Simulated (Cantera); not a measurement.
A perfectly stirred reactor is fed with CH₄ : O₂ : N₂ = 1 : 3.77 : 14.2 (molar parts), equivalence ratio 0.53, at 1000000 Pa; it is adiabatic with a 675 K inlet, and is followed from long to short residence time, starting on the burning branch (τ in s: 0.085, 0.039, 0.018, 0.0082, 0.0038, 0.0017, 0.00079, 0.00036, 0.00017, 7.6e-05, 3.5e-05).

Computed with Cantera and GRI-Mech 3.0 (53 species, 325 reactions).

### Question
Predict: blow-out, bracketed by the residence times tried; x(CH₄) at τ = 85.0 ms; x(O₂) at τ = 85.0 ms; x(H₂) at τ = 85.0 ms; x(H₂O) at τ = 85.0 ms; x(CH₄) at τ = 1.70 ms; x(O₂) at τ = 1.70 ms; x(C₂H₄) at τ = 1.70 ms; x(H₂) at τ = 1.70 ms; x(H₂O) at τ = 1.70 ms.

### Answer
```
Item                                                                           Result
------------------------------------------------  -----------------------------------
blow-out, bracketed by the residence times tried  burning at 0.170 ms, out at 76.0 µs
x(CH₄) at τ = 85.0 ms                                                         3.44e-6
x(O₂) at τ = 85.0 ms                                                           0.0932
x(H₂) at τ = 85.0 ms                                                          1.20e-5
x(H₂O) at τ = 85.0 ms                                                           0.105
x(CH₄) at τ = 1.70 ms                                                         7.51e-5
x(O₂) at τ = 1.70 ms                                                           0.0938
x(C₂H₄) at τ = 1.70 ms                                                        1.31e-7
x(H₂) at τ = 1.70 ms                                                          9.73e-5
x(H₂O) at τ = 1.70 ms                                                           0.105
```
